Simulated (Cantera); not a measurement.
Input: 1 mol Cu2O, 2.4 mol H2, at 925 K and 0.0900 Torr.

Method: chemical equilibrium by Gibbs-energy minimisation in Cantera with the NASA 1993 tables (ideal gas, pure condensed phases). Candidate condensed phases: Cu, CuO, Cu(OH)2, Cu2O, H2O; 12 gas species. Kinetics and transport are ignored.

Base state: H2 0.583, H2O 0.417 (mole fractions); condensed: Cu(s).

**Question.** What changes in the equilibrium state with this change: temperature from 925 K to 2125 K?

**Answer.** 
| species | before | after |
|---|---|---|
| Cu | 5.02e-9 | 0.410 |
| H2 | 0.583 | 0.228 |
| H2O | 0.417 | 0.177 |
| OH | <1e-9 | 0.0153 |
| H | 1.82e-8 | 0.158 |
| O | <1e-9 | 0.00751 |
| O2 | <1e-9 | 0.00248 |
| CuO | <1e-9 | 2.14e-5 |
| Cu(s), mol | 2.00 | 0 |
